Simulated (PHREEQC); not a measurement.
# Brine (model solution)

Dissolve 0.033 mol H2SO4, 0.041 mol CaCl2 and 0.29 mol KBr per kg of water at 25 °C. Closed to the air; pH follows from the charge balance.

All values are PHREEQC results (ion-association model, phreeqc.dat), not measurements.

The pH comes out as 1.40 and the ionic strength is 0.458 mol/kgw. The activity of water is 0.987, the specific conductance is 52100 µS/cm and the density is 1.027 g/cm³. The total alkalinity is -66.0 meq/kg.

| species | molality | activity | log γ |
|---|---|---|---|
| Br- | 0.290 | 0.180 | -0.207 |
| K+ | 0.286 | 0.186 | -0.187 |
| Cl- | 0.0820 | 0.0538 | -0.183 |
| H+ | 0.0521 | 0.0399 | -0.115 |
| Ca+2 | 0.0360 | 0.00950 | -0.578 |
| HSO4- | 0.0125 | 0.00915 | -0.136 |
| SO4-2 | 0.0111 | 0.00236 | -0.672 |
| KSO4- | 0.00441 | 0.00307 | -0.157 |
| CaSO4 | 0.00358 | 0.00398 | 0.046 |
| CaHSO4+ | 0.00143 | 0.00104 | -0.136 |

Precipitation was switched off in this run. Complexes and solids missing from the database can't appear.
